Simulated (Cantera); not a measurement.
Diamond growth

A diamond (100) surface in a fixed gas of H2 with x(CH4) = 0.0084, x(H) = 0.0013, x(CH3) = 0.0018, 0.200 bar; coverages are run to steady state.

Cantera simulation using the Harris–Goodwin 1993 mechanism for the reconstructed diamond (100) surface; the numbers are that mechanism's predictions, not measurements.

| T (K) | growth (µm/h) | θ c6HH | θ c6H* | θ c6*H | θ c6** | θ c6HM |
|---|---|---|---|---|---|---|
| 950 | 63.6 | 0.314 | 0.00666 | 0.158 | 0.00229 | 0.399 |
| 1025 | 97.7 | 0.329 | 0.0112 | 0.214 | 0.00449 | 0.314 |
| 1100 | 122 | 0.355 | 0.0182 | 0.288 | 0.00824 | 0.217 |
| 1175 | 103 | 0.395 | 0.0287 | 0.386 | 0.0143 | 0.104 |
| 1250 | 64.7 | 0.410 | 0.0397 | 0.462 | 0.0211 | 0.0324 |
| 1325 | 46.9 | 0.400 | 0.0484 | 0.496 | 0.0270 | 0.00826 |
| 1400 | 40.5 | 0.388 | 0.0556 | 0.508 | 0.0322 | 0.00206 |
θ: site fractions in the mechanism's names (c6HH fully hydrogenated, c6H* and c6*H radical sites, c6** diradical, c6HM methylated).
